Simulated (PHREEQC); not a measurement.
A PHREEQC input (ion-association model, phreeqc.dat):

```
SOLUTION 1
  temp 288.15
  units mg/kgw
  pH 6.29
  pe -0.5
  Na 377
  K 191
  Ca 260
  Mg 58.7
  Cl 213
  S(6) 823 as SO4
  Alkalinity 884 as HCO3
  B 8.46
  Mn(2) 3.12
  Si 52.9 as SiO2
END
USE solution 1
EQUILIBRIUM_PHASES 1
  Chalcedony 0 0
  Quartz 0 0.5
  CO2(g) -3.4 10
END
```

The run finishes without an error or a warning.

Its last state differs from that of the intended input:

| quantity | as run | intended |
|---|---|---|
| pH | 8.33 | 9.07 |
| ionic strength (mol/kgw) | 0.0377 | 0.0452 |
| HCO3- (mol/kgw) | 1.18e-5 | 0.00963 |
| Ca+2 (mol/kgw) | 0.000739 | 0.00419 |
| Mg+2 (mol/kgw) | 3.36e-5 | 0.00162 |
| CaSO4 (mol/kgw) | 8.56e-5 | 0.00108 |

Q: One thing in the input isn't as intended. What explains the difference?

A: This is not unique; one that fits is The fault: the temperature typed in kelvin. The line should read `temp 15` where the input has `temp 288.15`.
